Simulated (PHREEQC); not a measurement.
MgCl2 is added in steps, without added water, to 1 kg of water holding 25 mmol/kgw CuCl2, 6.8 mmol/kgw H2SO4 and 0.98 mmol/kgw FeCl3, at 25 °C. O2 is buffered at 0.21 atm. The system is closed to CO2. Solids allowed: Fe(OH)3(a). Others were left out.

Base run: PHREEQC, ion-association model, phreeqc.dat. Each further column changes one thing. The table gives pH.

```csv
MgCl2 added (mol),base,Davies equation for every ion,Debye-Hückel limiting law,all activity coefficients set to 1
0,1.99,2.01,2.06,1.91
0.01833,1.99,2.02,2.09,1.89
0.03667,1.99,2.02,2.12,1.89
0.055,2.00,2.03,2.15,1.88
0.07333,2.00,2.03,2.17,1.88
0.09167,2.00,2.03,2.19,1.88
0.11,2.00,2.02,2.21,1.88
```
